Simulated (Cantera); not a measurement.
A closed system holds: 1 mol FeS2, 0.38 mol H2, 0.4 mol H2O, held at 0.00133 bar.

Method: chemical equilibrium by Gibbs-energy minimisation in Cantera with the NASA 1993 tables (ideal gas, pure condensed phases). Candidate condensed phases: Fe, FeO, Fe(OH)2, Fe(OH)3, FeS, FeSO4, FeS2, Fe2O3, Fe2(SO4)3, Fe3O4, H2O, H2SO4, S; 22 gas species. FeS: taken at fixed stoichiometry. Gases not in the tables: S3 to S7. The numbers say what is thermodynamically allowed, not how fast it happens. All values below are at 1223 K.

Base state: S2 0.357, H2O 0.315, H2 0.227, H2S 0.0934, SO2 0.00548, SH 0.00120, S2O 0.000350, SO 0.000284 (mole fractions); condensed: FeS(s).

What changes in the equilibrium state with this change: H2 from 0.38 to 61 mol?


| species | before | after |
|---|---|---|
| H2 | 0.227 | 0.978 |
| H2S | 0.0934 | 0.0152 |
| H2O | 0.315 | 0.00651 |
| S2 | 0.357 | 0.000510 |
| SO2 | 0.00548 | 4.80e-9 |
| S2O | 0.000350 | 2.41e-9 |
| SO | 0.000284 | 5.17e-8 |
| FeS(s), mol | 1.00 | 1.000 |

What changes in the equilibrium state with this change: FeS2 replaced by CuO?


```csv
species,before,after
H2O,0.315,0.929
O2,<1e-9,0.0714
OH,4.89e-8,4.95e-5
S2,0.357,0
H2,0.227,1.93e-6
H2S,0.0934,0
SO2,0.00548,0
SH,0.00120,0
S2O,0.000350,0
"FeS(s), mol",1.00,0
"Cu2O(s), mol",0,0.500
```
Further candidate phases: Cu, CuO, Cu(OH)2, Cu2O.
